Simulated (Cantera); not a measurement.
Input: 1 mol CS2, 0.37 mol H2, held at 1523 K and 0.100 bar.

Cantera equilibrium calculation (NASA polynomials, part measured and part estimated; ideal gas, pure solids and liquids). Candidate condensed phases: C, C6H6, C7H8, C8H18, S; 83 gas species. The numbers say what is thermodynamically allowed, not how fast it happens.

Base state: CS2 0.600, H2 0.206, S2 0.117, H2S 0.0724, SH 0.00275, CS 0.00221, S 5.72e-5, H 3.31e-5 (mole fractions); condensed: C(graphite).

Task: What changes in the equilibrium state with this change: H2 from 0.37 to 0.14 mol?

Result: 
```json
[
 {"species": "CS2", "before": "0.600", "after": "0.730"},
 {"species": "S2", "before": "0.117", "after": "0.142"},
 {"species": "H2", "before": "0.206", "after": "0.0892"},
 {"species": "H2S", "before": "0.0724", "after": "0.0346"},
 {"species": "H", "before": "3.31e-5", "after": "2.18e-5"},
 {"species": "SH", "before": "0.00275", "after": "0.00200"},
 {"species": "C(graphite), mol", "before": "0.203", "after": "0.179"}
]
```
